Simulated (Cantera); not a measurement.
Charge: 1 mol Si, 1.2 mol Cl2, 1.5 mol NF3, held at 1352 °C and 44000 Pa.

Cantera equilibrium calculation (NASA polynomials, part measured and part estimated; ideal gas, pure solids and liquids). Candidate condensed phases: Si, Si3N4; 24 gas species. Kinetics and transport are ignored.

Base state: SiF4 0.294, Cl2 0.244, N2 0.221, ClF 0.123, Cl 0.0946, F 0.0235, F2 1.17e-5 (mole fractions); condensed: gas only.

Task: What changes in the equilibrium state with this change: temperature from 1352 °C to 725 °C?

Result: 
```csv
species,before,after
SiF4,0.294,0.312
Cl2,0.244,0.297
N2,0.221,0.234
Cl,0.0946,0.000310
ClF,0.123,0.156
F,0.0235,5.43e-5
F2,1.17e-5,1.40e-7
```

Task: What changes in the equilibrium state with this change: temperature from 1352 °C to 225 °C?

Result: 
| species | before | after |
|---|---|---|
| SiF4 | 0.294 | 0.312 |
| Cl2 | 0.244 | 0.297 |
| N2 | 0.221 | 0.234 |
| Cl | 0.0946 | <1e-9 |
| ClF | 0.123 | 0.156 |
| F | 0.0235 | <1e-9 |
| F2 | 1.17e-5 | <1e-9 |

Task: What changes in the equilibrium state with this change: temperature from 1352 °C to 625 °C?

Result: 
```csv
species,before,after
SiF4,0.294,0.312
Cl2,0.244,0.297
N2,0.221,0.234
Cl,0.0946,5.87e-5
ClF,0.123,0.156
F,0.0235,9.17e-6
F2,1.17e-5,3.62e-8
```
